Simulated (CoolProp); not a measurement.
CH2F2 (R32) at several states: Z from the reference equation and from simpler models built on Tc = 351.3 K, pc = 5783 kPa, ω = 0.277; each cubic takes its own stable root.

The numbers come from the reference Helmholtz-energy equation of state, Tillner-Roth 1997 in CoolProp.

```json
[
 {"T (K)": "413.7", "p (kPa)": "345", "phase": "gas", "reference": "0.9872"},
 {"T (K)": "409.9", "p (kPa)": "2810", "phase": "gas", "reference": "0.8882"},
 {"T (K)": "309.2", "p (kPa)": "444", "phase": "gas", "reference": "0.9513"},
 {"T (K)": "247", "p (kPa)": "11.4", "phase": "gas", "reference": "0.9971"},
 {"T (K)": "395.6", "p (kPa)": "12400", "phase": "supercritical", "reference": "0.4095"},
 {"T (K)": "251.1", "p (kPa)": "556", "phase": "liquid", "reference": "0.01229"}
]
```

Problem. How far does each simpler model (van der Waals, Redlich-Kwong, Soave-Redlich-Kwong, Peng-Robinson) lie from the reference over these 6 states: mean and median of the absolute difference, and the worst?

Solution. 
- van der Waals: mean 1252.7 %, median 1.2 %, worst +7494.0 % at 251.1 K and 556 kPa
- Redlich-Kwong: mean 1219.6 %, median 0.6 %, worst +7302.0 % at 251.1 K and 556 kPa
- Soave-Redlich-Kwong: mean 9.8 %, median 1.2 %, worst +28.4 % at 251.1 K and 556 kPa
- Peng-Robinson: mean 5.5 %, median 0.3 %, worst +19.1 % at 395.6 K and 12400 kPa

At some of these states van der Waals, Redlich-Kwong gives the other phase, because its saturation line lies elsewhere.
